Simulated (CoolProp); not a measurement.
Vapour-liquid equilibrium of R134a (1) + dimethyl ether (2) at 251.4 K; x and y are mole fractions of (1).

The numbers come from the multi-fluid Helmholtz-energy mixture model, Tillner-Roth 1994 and Wu 2011; pair parameters Bell 2016 in CoolProp.

Q: Give the bubble pressure and the first vapour's composition at x = 0.25, 0.55, 0.95. Is there an azeotrope?

A: x = 0.25: 0.1095 MPa, y = 0.233; x = 0.55: 0.1103 MPa, y = 0.580; x = 0.95: 0.1213 MPa, y = 0.963. y crosses x between x = 0.35 and 0.45: the model has an azeotrope there.

The pair parameters rest on a limited set of measurements; away from them the model extrapolates.
